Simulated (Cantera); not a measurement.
# Thermodynamics of carbon deposition, reforming and gasification, feed acetone + H2

Input: 1 mol acetone, 22 mol H2, at 0.00133 bar.

These are equilibrium values from Cantera (NASA tables, ideal gas, pure condensed phases), not measurements of a reactor. Candidate condensed phases: C, C6H6, C7H8, C8H18, H2O; 131 gas species. Ions and electrons are included (thermal ionisation). The feed counts by its element totals alone. Rates play no part.

| T (K) | x H | x H2 | x C | x CO | x O | n C(graphite) |
|---|---|---|---|---|---|---|
| 2000 | 0.0427 | 0.919 | 2.28e-8 | 0.0376 | <1e-12 | 1.96 |
| 2500 | 0.480 | 0.485 | 0.000125 | 0.0292 | 6.12e-11 | 1.57 |
| 3000 | 0.913 | 0.0446 | 0.0118 | 0.0201 | 2.88e-9 | 0 |
| 3500 | 0.941 | 0.00338 | 0.0363 | 0.0189 | 4.75e-7 | 0 |
| 4000 | 0.943 | 0.000467 | 0.0377 | 0.0188 | 5.13e-5 | 0 |
| 4500 | 0.942 | 9.89e-5 | 0.0394 | 0.0171 | 0.00177 | 0 |
| 5000 | 0.932 | 2.80e-5 | 0.0485 | 0.00710 | 0.0115 | 0 |
x: gas mole fraction; n: condensed amount in mol.

From 2000 K to 2500 K the condensed part is C(graphite). From 3000 K to 5000 K nothing is condensed. The main C-bearing gas is CO at 2000 K and C at 5000 K.
